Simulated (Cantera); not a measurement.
Input: 1 mol TEOS, 11 mol H2O, 1.1 mol N2O, held at 0.0180 bar.

Method: chemical equilibrium by Gibbs-energy minimisation in Cantera with the NASA 1993 tables (ideal gas, pure condensed phases). Candidate condensed phases: C, C6H6, C7H8, C8H18, H2O, Si, SiC, SiO2, Si2N2O, Si3N4; 151 gas species. The feed counts by its element totals alone. The numbers say what is thermodynamically allowed, not how fast it happens.

**Question.** At 675 °C, list the 4 most abundant gas species with their mole fractions, and the condensed phases.

**Answer.** H2 0.571, CO 0.190, H2O 0.127, CO2 0.0761. Condensed: SiO2(β-quartz).
